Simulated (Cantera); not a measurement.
A Cantera script and what it prints.

```python
import numpy as np
import cantera as ct

gas_names = """
    C CO CO2 C2 C2O C3 C3O2 C4 C5 K KO K2 O O2 O3
""".split()
cond_names = """
    C(gr) K(cr) K(L) KO2(s) K2CO3(s) K2CO3(L) K2O(s) K2O2(s)
""".split()


# ... load() reads the species with a 1 bar reference pressure and builds the phases ...
atoms = {
    'K2CO3': {'K': 2, 'C': 1, 'O': 3},
    'O2': {'O': 2},
}
top_T = {'C(gr)': 4500, 'KO2(s)': 780, 'K2O(s)': 1000, 'K2O2(s)': 760}  # K; cautious upper limits of use, not melting points


# ... equilibrate(T, P, feed) seeds the gas with the atoms and calls Mixture.equilibrate('TP', solver="vcs", rtol=1e-11, max_steps=5000) ...
results = []
feed = {'K2CO3': 1, 'O2': 0.063}  # mol
P = 133.322  # Pa
for T in [850, 1000, 1150, 1300, 1450, 1600, 1750, 1900, 2050, 2200]:
    mix = equilibrate(T, P, feed)
    results.append((T, P, feed, dict(zip(mix.species_names, mix.species_moles))))
    x = sorted(zip(gas.X, gas.species_names), reverse=True)
    print(f"T = {T:g} K  P = {P:g} Pa  gas = {mix.phase_moles(0):.4g} mol")
    print("   x: " + "  ".join(f"{s} {v:.3e}" for v, s in x if v > 0.001))
    print("   condensed (mol): " + ("  ".join(f"{mix.phase(i).name} {mix.phase_moles(i):.4g}"
          for i in range(1, mix.n_phases) if mix.phase_moles(i) > 1e-12) or "none"))
```

Result:

```
T = 850 K  P = 133.322 Pa  gas = 0.063 mol
   x: O2 1.000e+00
   condensed (mol): K2CO3(s) 1
T = 1000 K  P = 133.322 Pa  gas = 0.063 mol
   x: O2 1.000e+00
   condensed (mol): K2CO3(s) 1
T = 1150 K  P = 133.322 Pa  gas = 0.06321 mol
   x: O2 9.972e-01  K 1.869e-03
   condensed (mol): K2CO3(s) 0.9999
T = 1300 K  P = 133.322 Pa  gas = 0.07046 mol
   x: O2 9.090e-01  K 6.008e-02  CO2 3.033e-02
   condensed (mol): K2CO3(L) 0.9979
T = 1450 K  P = 133.322 Pa  gas = 3.56 mol
   x: K 5.599e-01  CO2 2.809e-01  O2 1.572e-01  KO 1.895e-03
   condensed (mol): none
T = 1600 K  P = 133.322 Pa  gas = 3.561 mol
   x: K 5.600e-01  CO2 2.804e-01  O2 1.574e-01  KO 1.654e-03
   condensed (mol): none
T = 1750 K  P = 133.322 Pa  gas = 3.566 mol
   x: K 5.594e-01  CO2 2.781e-01  O2 1.579e-01  CO 2.315e-03  KO 1.477e-03
   condensed (mol): none
T = 1900 K  P = 133.322 Pa  gas = 3.585 mol
   x: K 5.566e-01  CO2 2.689e-01  O2 1.598e-01  CO 1.010e-02  O 3.266e-03  KO 1.343e-03
   condensed (mol): none
T = 2050 K  P = 133.322 Pa  gas = 3.64 mol
   x: K 5.483e-01  CO2 2.423e-01  O2 1.649e-01  CO 3.248e-02  O 1.082e-02  KO 1.237e-03
   condensed (mol): none
T = 2200 K  P = 133.322 Pa  gas = 3.761 mol
   x: K 5.306e-01  CO2 1.902e-01  O2 1.717e-01  CO 7.574e-02  O 3.069e-02  KO 1.137e-03
   condensed (mol): none
```

These are equilibrium values from Cantera (NASA tables, ideal gas, pure condensed phases), not measurements of a reactor.
